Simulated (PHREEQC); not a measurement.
## Buffer with acid rinse or clean (model solution)

Solution A (0.0036 mol KHCO3 and 0.0028 mol Na2CO3 per kg of water) is mixed with solution B (0.067 mol HCl, 0.074 mol CaCl2 and 0.00054 mol KCl per kg of water) at 25 °C; shares are by mass of water, 1 kg in all. The system is closed to CO2. Solids allowed: Aragonite, Gaylussite, Halite, Kalicinite, Nahcolite, Natron, Pirssonite, Portlandite, Sylvite, Trona. Others were left out.

Equilibrium calculation in PHREEQC: Pitzer model, pitzer.dat.

| share of solution B | pH | CO2 (mol/kgw) | HCO3- (mol/kgw) | CO3-2 (mol/kgw) |
|---|---|---|---|---|
| 0 | 10.03 | 6.99e-7 | 0.00372 | 0.00268 |
| 0.1 | 5.86 | 0.00418 | 0.00158 | 9.96e-8 |
| 0.2 | 2.30 | 0.00512 | 5.57e-7 | 1.21e-14 |
| 0.3 | 1.96 | 0.00448 | 2.27e-7 | 0 |
| 0.4 | 1.77 | 0.00384 | 1.29e-7 | 0 |
| 0.5 | 1.64 | 0.00320 | 8.14e-8 | 0 |
| 0.6 | 1.54 | 0.00256 | 5.25e-8 | 0 |
| 0.7 | 1.46 | 0.00192 | 3.31e-8 | 0 |
| 0.8 | 1.39 | 0.00128 | 1.90e-8 | 0 |
| 0.9 | 1.33 | 0.000640 | 8.36e-9 | 0 |
| 1 | 1.28 | 0 | 0 | 0 |
